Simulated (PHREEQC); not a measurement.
**Hard or scaling water (model solution)**

Consider water at 25 °C with 0.024 mol/kgw SrCl2, 0.00013 mol/kgw NaF and 0.0018 mol/kgw KCl. Closed to the air; pH follows from the charge balance.

Computed with PHREEQC (ion-association model, wateq4f.dat).

Each row changes one thing in this solution. Precipitation was switched off in this run.

```csv
case,pH,HF (mol/kgw)
as made,7.00,1.50e-8
KCl from 0.0018 to 0.00018 mol/kgw,7.00,1.50e-8
0.016 mol/kgw HNO3 added,1.88,___
0.018 mol/kgw HCl added,1.83,0.000123
NaF replaced by H2SiF6 at the same molality,3.36,0.000260
KCl left out,7.00,1.50e-8
temperature from 25 to 50 °C,___,5.21e-8
KCl replaced by CsCl at the same molality,7.00,1.50e-8
KCl from 0.0018 to 0.0036 mol/kgw,7.00,1.50e-8
```

### Question
Complete the blanks.

### Answer

- 0.016 mol/kgw HNO3 added, HF (mol/kgw): 0.000122
- temperature from 25 to 50 °C, pH: 6.66

Some of these states are supersaturated (in Quartz (slow to form), for instance). Away from 25 °C the constants follow the database's enthalpies or fits; those with neither stay at their 25 °C values.
